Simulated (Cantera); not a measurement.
An adiabatic, constant-volume homogeneous reactor starts with CO : H₂ : O₂ : N₂ : H₂O = 1 : 0.082 : 0.271 : 1.02 : 0.13 (molar parts), at 1800 K and 0.490 bar.

Detailed kinetics in Cantera: GRI-Mech 3.0 (53 species, 325 reactions).

x: mole fraction; the columns are a selection and need not sum to one.

```json
[
 {"t (s)": "4.00e-6", "T (K)": "1800", "P (bar)": "0.490", "x CO": "0.400", "x H₂": "0.0328", "x O₂": "0.108", "x NO": "<1e-12", "x H": "3.91e-6", "x OH": "2.24e-6"},
 {"t (s)": "1.07e-5", "T (K)": "1800", "P (bar)": "0.490", "x CO": "0.399", "x H₂": "0.0327", "x O₂": "0.108", "x NO": "1.79e-11", "x H": "6.96e-5", "x OH": "3.81e-5"},
 {"t (s)": "2.86e-5", "T (K)": "1836", "P (bar)": "0.499", "x CO": "0.376", "x H₂": "___", "x O₂": "___", "x NO": "___", "x H": "___", "x OH": "___"},
 {"t (s)": "7.65e-5", "T (K)": "2109", "P (bar)": "0.568", "x CO": "0.279", "x H₂": "0.0161", "x O₂": "0.0316", "x NO": "2.08e-5", "x H": "0.0533", "x OH": "0.0142"},
 {"t (s)": "0.000205", "T (K)": "2414", "P (bar)": "0.637", "x CO": "0.281", "x H₂": "0.0162", "x O₂": "0.0289", "x NO": "0.000143", "x H": "0.0344", "x OH": "0.0178"},
 {"t (s)": "0.000547", "T (K)": "2789", "P (bar)": "0.718", "x CO": "0.275", "x H₂": "0.0149", "x O₂": "0.0224", "x NO": "0.00139", "x H": "0.0184", "x OH": "0.0191"},
 {"t (s)": "0.00146", "T (K)": "2876", "P (bar)": "0.735", "x CO": "0.272", "x H₂": "0.0146", "x O₂": "0.0189", "x NO": "0.00596", "x H": "0.0152", "x OH": "0.0183"},
 {"t (s)": "0.00391", "T (K)": "2872", "P (bar)": "0.734", "x CO": "0.273", "x H₂": "0.0148", "x O₂": "0.0180", "x NO": "0.00867", "x H": "0.0150", "x OH": "0.0179"},
 {"t (s)": "0.0105", "T (K)": "2872", "P (bar)": "0.734", "x CO": "0.273", "x H₂": "0.0148", "x O₂": "0.0180", "x NO": "0.00880", "x H": "0.0150", "x OH": "0.0179"},
 {"t (s)": "0.0280", "T (K)": "2872", "P (bar)": "0.734", "x CO": "0.273", "x H₂": "0.0148", "x O₂": "0.0180", "x NO": "0.00880", "x H": "0.0150", "x OH": "0.0179"},
 {"t (s)": "0.0748", "T (K)": "2872", "P (bar)": "0.734", "x CO": "0.273", "x H₂": "0.0148", "x O₂": "0.0180", "x NO": "0.00880", "x H": "0.0150", "x OH": "0.0179"},
 {"t (s)": "0.200", "T (K)": "2872", "P (bar)": "0.734", "x CO": "0.273", "x H₂": "0.0148", "x O₂": "0.0180", "x NO": "0.00880", "x H": "0.0150", "x OH": "0.0179"}
]
```

Some entries are withheld; supply them.


- 2.86e-5, x H₂: 0.0115
- 2.86e-5, x O₂: 0.0807
- 2.86e-5, x NO: 1.28e-7
- 2.86e-5, x H: 0.0171
- 2.86e-5, x OH: 0.00775
